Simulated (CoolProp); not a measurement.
A closed Brayton cycle with carbon dioxide: compressor inlet 319.15 K and 9 MPa, high pressure 30.9 MPa, turbine inlet 895 K, compressor efficiency 0.85, turbine efficiency 0.85, recuperator effectiveness 0 (on enthalpy, no pinch check). Each further row changes one setting.

The numbers come from the reference Helmholtz-energy equation of state, Span 1996 in CoolProp.

| case | thermal efficiency (%) | net work (kJ/kg) | compressor to turbine work | compressor exit (K) | turbine exit (K) |
|---|---|---|---|---|---|
| as stated | 16.3 | 109 | 0.34 | 404.6 | 749.1 |
| turbine inlet 845 K | 16.3 | 98.7 | 0.36 | 404.6 | 704.0 |
| compressor inlet 329.15 K | 15.7 | 97.3 | 0.41 | 431.2 | 749.1 |
| high pressure 26.3 MPa | 14.5 | 98.9 | 0.32 | 393.1 | 767.4 |
| recuperator effectiveness 0.5 | 23.3 | 109 | 0.34 | 404.6 | 749.1 |
